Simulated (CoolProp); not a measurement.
A single-stage vapour-compression cycle with propane: evaporating at 301.15 K (dew point), condensing at 352.15 K (bubble point), superheat 10 K, subcooling 0 K, compressor efficiency 0.8, no pressure losses. Each further row changes one setting.

Values from CoolProp's reference Helmholtz-energy equation of state, Lemmon 2009.

| case | cooling COP | pressure ratio | discharge temperature (K) | refrigerating effect (kJ/kg) | volumetric capacity (kJ/m³) |
|---|---|---|---|---|---|
| as stated | 2.87 | 2.99 | 370.2 | 189 | 3960 |
| evaporating temperature 306.15 K | … | … | 369.4 | 194 | … |
| condensing temperature 347.15 K | 3.44 | 2.72 | 364.6 | … | 4360 |
| subcooling 5 K | 3.18 | 2.99 | 370.2 | 210 | 4390 |
| superheat 20 K | 2.98 | 2.99 | 379.0 | 209 | 4150 |
| compressor efficiency 0.7 | 2.51 | 2.99 | 373.5 | 189 | 3960 |

**Question.** What belongs in the gaps?

**Answer.** 
- evaporating temperature 306.15 K, cooling COP: 3.34
- evaporating temperature 306.15 K, pressure ratio: 2.65
- evaporating temperature 306.15 K, volumetric capacity (kJ/m³): 4610
- condensing temperature 347.15 K, refrigerating effect (kJ/kg): 208
